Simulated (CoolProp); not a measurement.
Saturation properties of methanol (Tc = 240.2 °C, pc = 8216 kPa, ω = 0.565).

The numbers come from the reference Helmholtz-energy equation of state, de Reuck 1993 in CoolProp.

| T (°C) | p (kPa) | liquid density (kg/m³) | liquid cp (kJ/(kg K)) | vapour viscosity (µPa s) | liquid conductivity (mW/(m K)) |
|---|---|---|---|---|---|
| 91.15 | 265.7 | 720.7 | 3.076 | 11.6 | 187 |
| 94.55 | 297.1 | 717.0 | 3.111 | 11.7 | 187 |
| 97.95 | 331.5 | 713.2 | 3.147 | 11.8 | 186 |
| 101.35 | 369.0 | 709.4 | 3.184 | 11.9 | 185 |
| 104.75 | 409.9 | 705.5 | 3.221 | 11.9 | 185 |
| 108.15 | 454.4 | 701.6 | 3.260 | 12.0 | 184 |
| 111.55 | 502.7 | 697.6 | 3.299 | 12.1 | 183 |
| 114.85 | 553.5 | 693.6 | 3.339 | 12.2 | 183 |
| 118.25 | 610.0 | 689.5 | 3.380 | 12.3 | 182 |
| 121.65 | 671.0 | 685.2 | 3.423 | 12.4 | 182 |
| 125.05 | 736.9 | 680.9 | 3.467 | 12.5 | 181 |
| 128.45 | 807.8 | 676.5 | 3.513 | 12.6 | 180 |
| 131.85 | 884.0 | 672.0 | 3.560 | 12.6 | 180 |
| 135.25 | 965.8 | 667.4 | 3.608 | 12.7 | 179 |
| 138.55 | 1051 | 662.9 | 3.656 | 12.8 | 178 |

It boils at 64.5 °C under 1 atm.

Viscosity comes from a separate model (Xiang 2006). Thermal conductivity comes from a separate model (Sykioti 2013).
